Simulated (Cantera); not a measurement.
Diamond growth

A diamond (100) surface in a fixed gas of H2 with x(CH4) = 0.017, x(H) = 0.0059, x(CH3) = 1.6e-05, at 1423 K; coverages are run to steady state.

Cantera simulation using the Harris–Goodwin 1993 mechanism for the reconstructed diamond (100) surface; the numbers are that mechanism's predictions, not measurements.

| P (Pa) | growth (µm/h) | θ c6HH | θ c6H* | θ c6*H | θ c6** |
|---|---|---|---|---|---|
| 1300 | 0.0220 | 0.330 | 0.0616 | 0.546 | 0.0622 |
| 1900 | 0.0398 | 0.330 | 0.0616 | 0.546 | 0.0622 |
| 2700 | 0.0671 | 0.330 | 0.0616 | 0.546 | 0.0622 |
| 4000 | 0.117 | 0.331 | 0.0616 | 0.546 | 0.0622 |
| 5800 | 0.192 | 0.331 | 0.0616 | 0.546 | 0.0622 |
| 8400 | 0.311 | 0.331 | 0.0617 | 0.546 | 0.0622 |
| 12000 | 0.490 | 0.331 | 0.0617 | 0.545 | 0.0622 |
| 18000 | 0.822 | 0.331 | 0.0618 | 0.545 | 0.0622 |
θ: site fractions in the mechanism's names (c6HH fully hydrogenated, c6H* and c6*H radical sites, c6** diradical, c6HM methylated).
